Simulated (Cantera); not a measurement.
Thermodynamics of halide evaporation, hydrolysis and transport, feed FeCl2 + H2 + N2

A closed system holds: 1 mol FeCl2, 6.4 mol H2, 69 mol N2, held at 0.190 Pa.

These are equilibrium values from Cantera (NASA tables, ideal gas, pure condensed phases), not measurements of a reactor. Candidate condensed phases: Fe, FeCl2, FeCl3, NH4Cl; 18 gas species. The numbers say what is thermodynamically allowed, not how fast it happens.

```csv
T (°C),x N2,x H2,x HCl,x Fe,x FeCl2,x H,x Cl,n Fe(α),n Fe(γ)
675,0.903,0.0718,0.0240,5.28e-10,0.00108,1.02e-7,3.25e-8,0.918,0
725,0.903,0.0720,0.0235,7.10e-9,0.00133,4.19e-7,1.27e-7,0.898,0
775,0.903,0.0723,0.0230,7.38e-8,0.00160,1.51e-6,4.37e-7,0.878,0
825,0.903,0.0725,0.0225,6.13e-7,0.00186,4.83e-6,1.34e-6,0.858,0
875,0.903,0.0728,0.0220,4.20e-6,0.00211,1.40e-5,3.73e-6,0.839,0
925,0.903,0.0730,0.0215,2.44e-5,0.00235,3.73e-5,9.50e-6,0,0.818
975,0.903,0.0732,0.0210,0.000123,0.00258,9.17e-5,2.25e-5,0,0.793
1025,0.903,0.0734,0.0205,0.000543,0.00280,0.000211,4.97e-5,0,0.744
1075,0.901,0.0733,0.0200,0.00215,0.00301,0.000455,0.000103,0,0.605
1125,0.896,0.0729,0.0194,0.00768,0.00318,0.000927,0.000203,0,0.164
1175,0.892,0.0711,0.0215,0.0110,0.00194,0.00178,0.000440,0,0
```
x: gas mole fraction; n: condensed amount in mol.

From 675 °C to 875 °C the condensed part is Fe(α). From 925 °C to 1125 °C the condensed part is Fe(γ). At 1175 °C nothing is condensed. The main Fe-bearing gas is FeCl2 at 675 °C and Fe at 1175 °C. The share of Fe in condensed phases is highest at 675 °C (91.8 %) and lowest at 1175 °C (0.0 %).
